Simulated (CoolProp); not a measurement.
Vapour-liquid equilibrium of carbon dioxide (1) + CH3F (R41) (2) at 1570 kPa; x and y are mole fractions of (1).

Computed with CoolProp (multi-fluid Helmholtz-energy mixture model, Span 1996 and Lemmon 2006; pair parameters Bell 2016).

```tsv
x	bubble temperature (K)	y at the bubble point	dew temperature at overall composition x (K)	liquid density (mol/L)
0.05	262.7	0.073	263.0	21.01
0.2	259.6	0.270	260.7	21.50
0.35	256.8	0.443	258.3	21.99
0.5	254.2	0.599	255.9	22.49
0.65	251.7	0.739	253.3	22.99
0.8	249.2	0.863	250.5	23.50
0.95	246.8	0.969	247.3	24.00
```

No azeotrope shows between x = 0.05 and 0.95.

Pair parameters are fitted to limited data, so mixtures are less certain than the pure fluids.
